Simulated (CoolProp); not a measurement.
Computed with CoolProp (reference Helmholtz-energy equation of state, Lemmon 2006). It is a short technical equation, of lower accuracy than the large ones.

**Question.** For toluene, give the phase and the cv (kJ/(kg K)), Joule-Thomson coefficient (K/MPa), viscosity (µPa s) at 583.8 K and 0.13 MPa; 396.7 K and 4.84 MPa.

**Answer.** 
- 583.8 K and 0.13 MPa: gas; cv 2.00, Joule-Thomson coefficient 7.83, viscosity 13.4
- 396.7 K and 4.84 MPa: liquid; cv 1.57, Joule-Thomson coefficient -0.308, viscosity 237

Viscosity comes from a separate model (Avgeri 2015).
